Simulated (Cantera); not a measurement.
A perfectly stirred reactor is fed with 0.292 % CO, 0.759 % O₂, 1.65 % H₂O, 97.3 % N₂, equivalence ratio 0.19, at 1.00 atm; it is held at 1248 K, and followed from long to short residence time.

Computed with Cantera and GRI-Mech 3.0 (53 species, 325 reactions).

One state of this run: x CO = 0.000424; x O₂ = 0.00634; x H₂O = 0.0165; x OH = 5.35e-5; x HO₂ = 1.14e-6; x NO = 3.41e-8. x: mole fraction; the columns are a selection and need not sum to one.

Problem. Which value of τ (s) does it belong to?
A. 0.083
B. 0.00040
C. 0.0040
D. 0.039

Solution. D, 0.039
